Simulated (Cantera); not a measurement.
# Catalytic combustion on Pt

An isothermal plug-flow reactor at 825 K and 1650 Torr (inlet), inlet velocity 0.41 m/s, active area per volume 1000 1/m; feed CH4 : O2 : N2 : H2O = 0.027 : 0.012 : 0.79 : 0.045 (molar parts).

Model: Deutschmann's 1995 Pt surface mechanism with GRI-Mech 3.0 gas chemistry, integrated in Cantera. Catalytic surfaces can have several steady states; this one follows from the mechanism file's or the stated starting coverage. Mass transfer to the wall is taken as infinitely fast.

```csv
z (m),x CH4,x O2,x H2O,x CO2,x CO,θ free Pt,θ O*,θ OH*,θ CO*,θ C*
5.7e-05,0.0290,0.0105,0.0552,0.000731,0.00114,0.372,0.00198,0.00115,0.620,0.00443
0.0001,0.0283,0.00944,0.0566,0.000888,0.00167,0.323,0.000680,0.000628,0.667,0.00906
0.00018,0.0275,0.00815,0.0582,0.000945,0.00245,0.258,2.75e-5,7.82e-5,0.612,0.130
0.00032,0.0267,0.00708,0.0596,0.000948,0.00316,0.184,3.80e-6,1.52e-5,0.395,0.421
0.00057,0.0261,0.00621,0.0607,0.000949,0.00374,0.134,1.21e-6,5.60e-6,0.245,0.620
0.001,0.0256,0.00550,0.0616,0.000949,0.00423,0.0992,4.95e-7,2.54e-6,0.152,0.748
0.0018,0.0252,0.00487,0.0625,0.000949,0.00467,0.0732,2.16e-7,1.23e-6,0.0907,0.835
0.0032,0.0248,0.00432,0.0631,0.000949,0.00505,0.0547,1.02e-7,6.38e-7,0.0546,0.890
0.0057,0.0245,0.00384,0.0638,0.000948,0.00540,0.0410,5.00e-8,3.44e-7,0.0327,0.925
```
x: gas mole fraction; θ: surface coverage.
